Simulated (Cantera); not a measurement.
An adiabatic, constant-pressure homogeneous reactor starts with CH4 : H2 : O2 : N2 : H2O = 1 : 0.29 : 3.25 : 12.2 : 1.4 (molar parts), at 1700 K and 10.0 bar. Integrator tolerance rtol = 1e-08.

Detailed kinetics in Cantera: GRI-Mech 3.0 (53 species, 325 reactions).

Problem. What does this change do: pressure from 10.0 bar to 14.0 bar?

Solution. 
```
quantity                                                              before                                      after
---------------------------------  -----------------------------------------  -----------------------------------------
time of steepest temperature rise                                    17.2 µs                                    13.2 µs
temperature at 0.100 s                                                2703 K                                     2715 K
equilibrium temperature                                               2703 K                                     2715 K
x(CH4) at 0.100 s                      <1e-12 (gas-phase equilibrium <1e-12)      <1e-12 (gas-phase equilibrium <1e-12)
x(H2) at 0.100 s                     0.00388 (gas-phase equilibrium 0.00388)    0.00347 (gas-phase equilibrium 0.00347)
x(O2) at 0.100 s                       0.0538 (gas-phase equilibrium 0.0538)      0.0535 (gas-phase equilibrium 0.0535)
x(CO2) at 0.100 s                      0.0484 (gas-phase equilibrium 0.0484)      0.0490 (gas-phase equilibrium 0.0490)
x(C2H6) at 0.100 s                     <1e-12 (gas-phase equilibrium <1e-12)      <1e-12 (gas-phase equilibrium <1e-12)
x(HCN) at 0.100 s                  1.40e-10 (gas-phase equilibrium 1.40e-10)  1.50e-10 (gas-phase equilibrium 1.50e-10)
x(HCO) at 0.100 s                    8.08e-9 (gas-phase equilibrium 8.08e-9)    8.47e-9 (gas-phase equilibrium 8.47e-9)
```
The pressure lies above the range GRI-Mech 3.0 was tuned for (to about 10 atm).

Problem. What does this change do: H2 0.29 to 0.14 parts?

Solution. 
| quantity | before | after |
|---|---|---|
| time of steepest temperature rise | 17.2 µs | 23.1 µs |
| temperature at 0.100 s | 2703 K | 2677 K |
| equilibrium temperature | 2703 K | 2677 K |
| x(CH4) at 0.100 s | <1e-12 (gas-phase equilibrium <1e-12) | <1e-12 (gas-phase equilibrium <1e-12) |
| x(H2) at 0.100 s | 0.00388 (gas-phase equilibrium 0.00388) | 0.00324 (gas-phase equilibrium 0.00324) |
| x(O2) at 0.100 s | 0.0538 (gas-phase equilibrium 0.0538) | 0.0579 (gas-phase equilibrium 0.0579) |
| x(CO2) at 0.100 s | 0.0484 (gas-phase equilibrium 0.0484) | 0.0495 (gas-phase equilibrium 0.0495) |
| x(C2H6) at 0.100 s | <1e-12 (gas-phase equilibrium <1e-12) | <1e-12 (gas-phase equilibrium <1e-12) |
| x(HCN) at 0.100 s | 1.40e-10 (gas-phase equilibrium 1.40e-10) | 9.74e-11 (gas-phase equilibrium 9.74e-11) |
| x(HCO) at 0.100 s | 8.08e-9 (gas-phase equilibrium 8.08e-9) | 6.06e-9 (gas-phase equilibrium 6.06e-9) |
